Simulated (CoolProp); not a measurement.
Vapour-liquid equilibrium of R143a (1) + R236FA (2) at 0.102 MPa; x and y are mole fractions of (1).

The numbers come from the multi-fluid Helmholtz-energy mixture model, Lemmon and Jacobsen 2000 and Pan 2012; pair parameters Bell 2016 in CoolProp.

```tsv
x	bubble temperature, mixture model (K)	bubble temperature, Raoult's law (K)	y, mixture model	y, Raoult's law
0.05	267.4	266.4	0.206	0.245
0.125	261.3	259.7	0.436	0.487
0.2	256.0	254.1	0.595	0.640
0.275	251.3	249.5	0.707	0.741
0.35	247.2	245.6	0.787	0.811
0.425	243.5	242.2	0.845	0.861
0.5	240.3	239.2	0.887	0.897
0.575	237.5	236.6	0.918	0.925
0.65	234.9	234.3	0.942	0.946
0.725	232.7	232.2	0.961	0.963
0.8	230.6	230.3	0.975	0.976
0.875	228.8	228.6	0.986	0.986
0.95	227.1	227.0	0.995	0.995
```

The largest gap from Raoult's law is +1.9 K in bubble temperature, at x = 0.2. No azeotrope shows between x = 0.05 and 0.95.

The pair parameters rest on a limited set of measurements; away from them the model extrapolates.
